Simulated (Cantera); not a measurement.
A Cantera script and what it prints.

```python
import numpy as np
import cantera as ct

gas_names = [...]  # 136 gases of nasa_gas.yaml made of C, H, N, O
cond_names = """
    C(gr) C6H6(L) C7H8(L) C8H18(L),n-octa H2O(s) H2O(L)
""".split()


# ... load() reads the species with a 1 bar reference pressure and builds the phases ...
atoms = {
    'C2H5OH': {'C': 2, 'H': 6, 'O': 1},
    'NH3': {'N': 1, 'H': 3},
}
top_T = {'C(gr)': 4500}  # K; cautious upper limits of use, not melting points


# ... equilibrate(T, P, feed) seeds the gas with the atoms and calls Mixture.equilibrate('TP', solver="vcs", rtol=1e-11, max_steps=5000) ...
results = []
feed = {'C2H5OH': 1, 'NH3': 0.06}  # mol
P = 160  # Pa
for T in [2373, 2473, 2573, 2673, 2773, 2873, 2973]:
    mix = equilibrate(T, P, feed)
    results.append((T, P, feed, dict(zip(mix.species_names, mix.species_moles))))

top = {s: max(r[3][s] / sum(r[3][g] for g in gas_names) for r in results) for s in gas_names}
cols = sorted((s for s in top if top[s] > 1e-05), key=lambda s: -top[s])[:8]
seen = [c for c in cond_names if any(r[3].get(c, 0) > 1e-12 for r in results)]
print("log10 of partial pressures in bar; condensed amounts in mol")
print(f"{'T/K':>10s}" + "".join(f"{s[:9]:>10s}" for s in cols + seen))
for T, P, feed, n in results:
    ng = sum(n[g] for g in gas_names)
    print(f"{T:10.4g}" + "".join(f"{np.log10(max(n[s] / ng * P / 1e5, 1e-99)):10.3f}" for s in cols)
          + "".join(f"{n.get(c, 0):10.4g}" for c in seen))
```

It prints:

```
log10 of partial pressures in bar; condensed amounts in mol
       T/K         H        H2        CO        C3         C        C2        N2 C2H2,acet     C(gr)
      2373    -3.393    -3.077    -3.470    -7.209    -7.578    -8.255    -5.104    -5.288    0.9543
      2473    -3.235    -3.167    -3.498    -6.488    -6.942    -7.526    -5.161    -5.183    0.9357
      2573    -3.111    -3.293    -3.532    -5.825    -6.355    -6.854    -5.225    -5.129     0.905
      2673    -3.020    -3.460    -3.568    -5.213    -5.813    -6.234    -5.292    -5.130    0.8277
      2773    -2.964    -3.670    -3.605    -4.646    -5.311    -5.659    -5.364    -5.187    0.5743
      2873    -2.938    -3.919    -3.641    -4.240    -4.883    -5.204    -5.430    -5.372         0
      2973    -2.917    -4.159    -3.658    -4.276    -4.622    -5.057    -5.420    -5.828         0
```

Method: chemical equilibrium by Gibbs-energy minimisation in Cantera with the NASA 1993 tables (ideal gas, pure condensed phases).
